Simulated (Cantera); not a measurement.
Cantera run, input and output.

```python
import numpy as np
import cantera as ct

gas = ct.Solution("gri30.yaml")
gas.TPX = 1400, 850000, {'CO': 1, 'H2': 0.76, 'CH4': 0.25, 'O2': 3.54, 'N2': 13.3}
reactor = ct.IdealGasConstPressureReactor(gas, energy="on", clone=False)
net = ct.ReactorNet([reactor])
net.rtol, net.atol = 1e-08, 1e-16
show = ['CO', 'H2', 'CH4', 'CH3', 'CH2', 'C2H2']
times = np.geomspace(2e-06, 0.1, 16)

steps = ct.SolutionArray(gas, extra=["t"])
rows = []
print(f"{'t/s':>10s}{'T/K':>9s}{'P/Pa':>11s}" + "".join(f"{s:>11s}" for s in show))
for t in times:
    while net.time < t:
        t_next = net.step()
        steps.append(gas.state, t=t_next)
    rows.append([np.interp(t, steps.t, y) for y in (steps.T, steps.P, *steps(*show).X.T)])
    print(f"{t:10.3e}{rows[-1][0]:9.1f}{rows[-1][1]:11.4g}" + "".join(f"{x:11.3e}" for x in rows[-1][2:]))
rate = np.gradient(steps.T, steps.t)
print("integrator steps:", len(steps.t))
if steps.T.max() > steps.T[0] + 200:
    print(f"time of steepest temperature rise: {steps.t[rate.argmax()]:.4e} s")
gas.TPX = 1400, 850000, {'CO': 1, 'H2': 0.76, 'CH4': 0.25, 'O2': 3.54, 'N2': 13.3}
gas.equilibrate("HP")
print(f"equilibrium (HP): T = {gas.T:.1f} K  " + "  ".join(f"{s} {gas[s].X[0]:.3e}" for s in show))
```

It prints:

```
       t/s      T/K       P/Pa         CO         H2        CH4        CH3        CH2       C2H2
 2.000e-06   1400.0    8.5e+05  5.305e-02  4.031e-02  1.326e-02  1.986e-06  6.522e-12  7.153e-17
 4.114e-06   1400.2    8.5e+05  5.304e-02  4.025e-02  1.322e-02  3.546e-05  2.022e-09  2.857e-13
 8.464e-06   1498.8    8.5e+05  5.445e-02  3.238e-02  9.009e-03  5.338e-04  2.627e-06  4.059e-07
 1.741e-05   2149.7    8.5e+05  1.796e-02  1.313e-03  4.762e-17  4.091e-16  1.484e-15  5.580e-20
 3.582e-05   2309.3    8.5e+05  3.431e-03  3.816e-04  1.049e-18  8.167e-18  1.620e-17  1.088e-21
 7.368e-05   2337.5    8.5e+05  1.202e-03  1.898e-04  2.771e-19  1.619e-18  2.088e-18  1.137e-22
 1.516e-04   2339.7    8.5e+05  1.016e-03  1.764e-04  8.477e-20  4.818e-19  4.898e-19  2.259e-23
 3.118e-04   2339.5    8.5e+05  1.014e-03  1.762e-04  3.182e-20  1.814e-19  8.022e-20  1.790e-24
 6.414e-04   2339.1    8.5e+05  1.012e-03  1.759e-04  2.859e-20  1.630e-19  5.596e-20  5.748e-25
 1.320e-03   2338.4    8.5e+05  1.009e-03  1.753e-04  2.831e-20  1.611e-19  5.512e-20  5.611e-25
 2.714e-03   2337.0    8.5e+05  1.002e-03  1.743e-04  2.776e-20  1.574e-19  5.359e-20  5.409e-25
 5.584e-03   2334.3    8.5e+05  9.882e-04  1.722e-04  2.674e-20  1.505e-19  5.077e-20  5.041e-25
 1.149e-02   2329.7    8.5e+05  9.658e-04  1.688e-04  2.506e-20  1.394e-19  4.618e-20  4.461e-25
 2.363e-02   2323.5    8.5e+05  9.360e-04  1.642e-04  2.290e-20  1.253e-19  4.045e-20  3.770e-25
 4.861e-02   2318.2    8.5e+05  9.115e-04  1.604e-04  2.120e-20  1.144e-19  3.608e-20  3.265e-25
 1.000e-01   2316.4    8.5e+05  9.030e-04  1.590e-04  2.062e-20  1.107e-19  3.464e-20  3.102e-25
integrator steps: 1420
time of steepest temperature rise: 1.0043e-05 s
equilibrium (HP): T = 2316.2 K  CO 9.023e-04  H2 1.589e-04  CH4 3.125e-20  CH3 1.677e-19  CH2 7.331e-20  C2H2 3.689e-25
```

Model: GRI-Mech 3.0 (53 species, 325 reactions), integrated in Cantera.
